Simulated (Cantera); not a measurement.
# Ignition delay

Mixture: 17.9 % H2, 17.2 % O2, 64.9 % N2, at 233 Torr, adiabatic and at constant volume. Ignition delay is the time to a rise of 400 K.

Detailed kinetics in Cantera: GRI-Mech 3.0 (53 species, 325 reactions). Where the delays flatten at high temperature, the 400 K rule measures the pace of heat release, not the induction time.

| T0 (K) | delay (ms) |
|---|---|
| 1125 | 0.231 |
| 1175 | 0.184 |
| 1225 | 0.153 |
| 1275 | 0.133 |
| 1325 | 0.120 |
| 1375 | 0.112 |
